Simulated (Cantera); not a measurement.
**SiHCl₃ + N₂ + H₂ (silicon nitride deposition)**

Input: 1 mol SiHCl₃, a varied amount of N₂, 9.3 mol H₂, held at 7.13 Torr.

These are equilibrium values from Cantera (NASA tables, ideal gas, pure condensed phases), not measurements of a reactor. Candidate condensed phases: NH₄Cl, Si, Si₃N₄; 28 gas species. N₂ is the only nitrogen source here; it is nearly inert below about 1500 K, so the nitride shown seldom forms there in practice. Mutual solubility and eutectic melting of coexisting phases are not modelled. The tables' values for SiCl₃ are old estimates. Rates play no part.

### Question
Map the stable condensed phases over T = 875, 975, 1075, 1175, 1275, 1375, 1475, 1575, 1675, 1775, 1875, 1975, 2075 K and n(N₂) in mol = 1.4, 3.2, 5.1, 7, 8.8, 11, 13, 14.

### Answer
```
T in K \ n(N₂) in mol
         1.4 3.2 5.1   7 8.8  11  13  14
   2075    A   A   A   A   A   A   B   B
   1975    A   A   A   A   A   A   A   A
   1875    A   A   A   A   A   A   A   A
   1775    A   A   A   A   A   A   A   A
   1675    C   D   D   D   D   D   D   D
   1575    D   D   D   D   D   D   D   D
   1475    D   D   D   D   D   D   D   D
   1375    D   D   D   D   D   D   D   D
   1275    D   D   D   D   D   D   D   D
   1175    D   D   D   D   D   D   D   D
   1075    D   D   D   D   D   D   D   D
    975    D   D   D   D   D   D   D   D
    875    D   D   D   D   D   D   D   D
```
A: Si; B: gas only; C: Si + Si₃N₄; D: Si₃N₄.
